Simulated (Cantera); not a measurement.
A Cantera script and what it prints.

```python
import numpy as np
import cantera as ct

gas_names = [...]  # 87 gases of nasa_gas.yaml made of C, H, Si
cond_names = """
    C(gr) C6H6(L) C7H8(L) C8H18(L),n-octa Si(cr) Si(L) SiC(b)
""".split()


# ... load() reads the species with a 1 bar reference pressure and builds the phases ...
atoms = {
    'SiH4': {'Si': 1, 'H': 4},
    'C2H2': {'C': 2, 'H': 2},
    'H2': {'H': 2},
}
top_T = {'C(gr)': 4500, 'SiC(b)': 3050}  # K; cautious upper limits of use, not melting points


# ... equilibrate(T, P, feed) seeds the gas with the atoms and calls Mixture.equilibrate('TP', solver="vcs", rtol=1e-11, max_steps=5000) ...
results = []
feed = {'SiH4': 1, 'C2H2': 0.12, 'H2': 300}  # mol
P = 1400  # Pa
for T in [2048, 2148, 2248, 2348, 2448, 2548, 2648]:
    mix = equilibrate(T, P, feed)
    results.append((T, P, feed, dict(zip(mix.species_names, mix.species_moles))))

top = {s: max(r[3][s] / sum(r[3][g] for g in gas_names) for r in results) for s in gas_names}
cols = sorted((s for s in top if top[s] > 1e-06), key=lambda s: -top[s])[:5]
seen = [c for c in cond_names if any(r[3].get(c, 0) > 1e-12 for r in results)]
print("log10 of partial pressures in bar; condensed amounts in mol")
print(f"{'T/K':>10s}" + "".join(f"{s[:9]:>10s}" for s in cols + seen))
for T, P, feed, n in results:
    ng = sum(n[g] for g in gas_names)
    print(f"{T:10.4g}" + "".join(f"{np.log10(max(n[s] / ng * P / 1e5, 1e-99)):10.3f}" for s in cols)
          + "".join(f"{n.get(c, 0):10.4g}" for c in seen))
```

It prints:

```
log10 of partial pressures in bar; condensed amounts in mol
       T/K        H2         H        Si C2H2,acet       SiH    SiC(b)
      2048    -1.863    -3.582    -4.506    -6.446    -5.654    0.1995
      2148    -1.871    -3.315    -4.410    -5.379    -5.654         0
      2248    -1.882    -3.075    -4.388    -5.338    -5.723         0
      2348    -1.901    -2.859    -4.384    -5.330    -5.806         0
      2448    -1.928    -2.665    -4.391    -5.338    -5.898         0
      2548    -1.969    -2.494    -4.405    -5.360    -5.998         0
      2648    -2.025    -2.345    -4.425    -5.398    -6.108         0
```

Cantera equilibrium calculation (NASA polynomials, part measured and part estimated; ideal gas, pure solids and liquids). Gases not in the tables: Si2H6 and higher silanes.
